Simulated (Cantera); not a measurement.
Mixture: C3H8 : O2 : N2 : CO2 = 1 : 3.85 : 14.5 : 0.89 (molar parts), equivalence ratio 1.3, at 10.0 bar, adiabatic and at constant volume. Ignition delay is the time to a rise of 400 K.

Model: GRI-Mech 3.0 (53 species, 325 reactions), integrated in Cantera. GRI-Mech 3.0 was tuned for natural gas; its chemistry of propane as a main component is partial and can be far from experiment.

### Question
Predict: delay at 1050 K; delay at 1150 K; delay at 1250 K; delay at 1350 K; delay at 1450 K; apparent activation energy between 1350 and 1450 K.

### Answer
```
Quantity                                                 Value
--------------------------------------------------  ----------
delay at 1050 K                                        29.2 ms
delay at 1150 K                                        4.37 ms
delay at 1250 K                                       0.698 ms
delay at 1350 K                                       0.135 ms
delay at 1450 K                                        34.3 µs
apparent activation energy between 1350 and 1450 K  220 kJ/mol
```
